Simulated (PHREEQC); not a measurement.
3.6 g of hydrous ferric oxide (600 m²/g; 0.2 weak and 0.005 strong sites per Fe, Dzombak-Morel constants, diffuse double layer) in 1 kg of water with 0.3 mol/kgw of an inert sodium salt and 0.002 mol NiCl2, at 25 °C; the pH is set by adding NaOH or the inert anion's acid. Oxygen is held at 0.21 atm. No CO2 enters from the air. No solid was allowed to form.

Base run: PHREEQC, ion-association model, wateq4f.dat. Each further column changes one thing. The table gives surface charge σ (C/m²).

```json
[
 {"pH": "3", "base": "0.368", "background salt from 0.3 to 0.03 mol/kgw": "0.354", "oxide from 3.6 to 18 g/kgw": "0.368", "0.0011 mol/kgw H3BO3 added": "0.368"},
 {"pH": "3.38", "base": "0.365", "background salt from 0.3 to 0.03 mol/kgw": "0.336", "oxide from 3.6 to 18 g/kgw": "0.365", "0.0011 mol/kgw H3BO3 added": "0.365"},
 {"pH": "3.75", "base": "0.358", "background salt from 0.3 to 0.03 mol/kgw": "0.308", "oxide from 3.6 to 18 g/kgw": "0.358", "0.0011 mol/kgw H3BO3 added": "0.358"},
 {"pH": "4.5", "base": "0.319", "background salt from 0.3 to 0.03 mol/kgw": "0.225", "oxide from 3.6 to 18 g/kgw": "0.321", "0.0011 mol/kgw H3BO3 added": "0.319"},
 {"pH": "4.88", "base": "0.284", "background salt from 0.3 to 0.03 mol/kgw": "0.181", "oxide from 3.6 to 18 g/kgw": "0.286", "0.0011 mol/kgw H3BO3 added": "0.284"},
 {"pH": "5.25", "base": "0.243", "background salt from 0.3 to 0.03 mol/kgw": "0.143", "oxide from 3.6 to 18 g/kgw": "0.244", "0.0011 mol/kgw H3BO3 added": "0.242"},
 {"pH": "5.62", "base": "0.200", "background salt from 0.3 to 0.03 mol/kgw": "0.111", "oxide from 3.6 to 18 g/kgw": "0.201", "0.0011 mol/kgw H3BO3 added": "0.200"},
 {"pH": "6.38", "base": "0.129", "background salt from 0.3 to 0.03 mol/kgw": "0.065", "oxide from 3.6 to 18 g/kgw": "0.122", "0.0011 mol/kgw H3BO3 added": "0.129"},
 {"pH": "6.75", "base": "0.106", "background salt from 0.3 to 0.03 mol/kgw": "0.053", "oxide from 3.6 to 18 g/kgw": "0.090", "0.0011 mol/kgw H3BO3 added": "0.106"},
 {"pH": "7.12", "base": "0.085", "background salt from 0.3 to 0.03 mol/kgw": "0.041", "oxide from 3.6 to 18 g/kgw": "0.063", "0.0011 mol/kgw H3BO3 added": "0.085"},
 {"pH": "7.5", "base": "0.064", "background salt from 0.3 to 0.03 mol/kgw": "0.029", "oxide from 3.6 to 18 g/kgw": "0.039", "0.0011 mol/kgw H3BO3 added": "0.064"},
 {"pH": "8.25", "base": "0.022", "background salt from 0.3 to 0.03 mol/kgw": "0.009", "oxide from 3.6 to 18 g/kgw": "-0.002", "0.0011 mol/kgw H3BO3 added": "0.022"},
 {"pH": "8.62", "base": "0.002", "background salt from 0.3 to 0.03 mol/kgw": "0.001", "oxide from 3.6 to 18 g/kgw": "-0.023", "0.0011 mol/kgw H3BO3 added": "0.003"},
 {"pH": "9", "base": "-0.018", "background salt from 0.3 to 0.03 mol/kgw": "-0.007", "oxide from 3.6 to 18 g/kgw": "-0.045", "0.0011 mol/kgw H3BO3 added": "-0.018"}
]
```

In at least one series the solution becomes supersaturated in solids that the run did not let form, among them Ni(OH)2. The oxide is taken as insoluble; below pH 4 it would dissolve.
